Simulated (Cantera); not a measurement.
Input: 1 mol SO2, 0.35 mol N2, 0.23 mol O2, at 2423.15 K and 0.100 bar.

Method: chemical equilibrium by Gibbs-energy minimisation in Cantera with the NASA 1993 tables (ideal gas, pure condensed phases). Candidate condensed phases: S; 17 gas species. The numbers say what is thermodynamically allowed, not how fast it happens.

Base state: SO2 0.605, N2 0.214, O2 0.142, SO 0.0178, O 0.0117, NO 0.00858, SO3 0.000153, S 0.000137 (mole fractions); condensed: gas only.

Task: What changes in the equilibrium state with this change: temperature from 2423.15 K to 1275 K?

Result: 
| species | before | after |
|---|---|---|
| SO2 | 0.605 | 0.626 |
| N2 | 0.214 | 0.223 |
| O2 | 0.142 | 0.141 |
| SO | 0.0178 | 2.58e-8 |
| O | 0.0117 | 1.33e-7 |
| SO3 | 0.000153 | 0.0108 |
| S | 0.000137 | <1e-9 |
| NO | 0.00858 | 0.000146 |

Task: What changes in the equilibrium state with this change: O2 from 0.23 to 1.3 mol?

Result: 
| species | before | after |
|---|---|---|
| O2 | 0.142 | 0.470 |
| SO2 | 0.605 | 0.366 |
| N2 | 0.214 | 0.124 |
| SO | 0.0178 | 0.00594 |
| O | 0.0117 | 0.0213 |
| NO | 0.00858 | 0.0119 |
| S | 0.000137 | 2.51e-5 |
| SO3 | 0.000153 | 0.000169 |

Task: What changes in the equilibrium state with this change: O2 from 0.23 to 0.057 mol?

Result: 
| species | before | after |
|---|---|---|
| SO2 | 0.605 | 0.663 |
| N2 | 0.214 | 0.241 |
| O2 | 0.142 | 0.0503 |
| SO | 0.0178 | 0.0329 |
| O | 0.0117 | 0.00696 |
| S2 | 1.91e-6 | 1.83e-5 |
| S | 0.000137 | 0.000425 |
| NO | 0.00858 | 0.00542 |
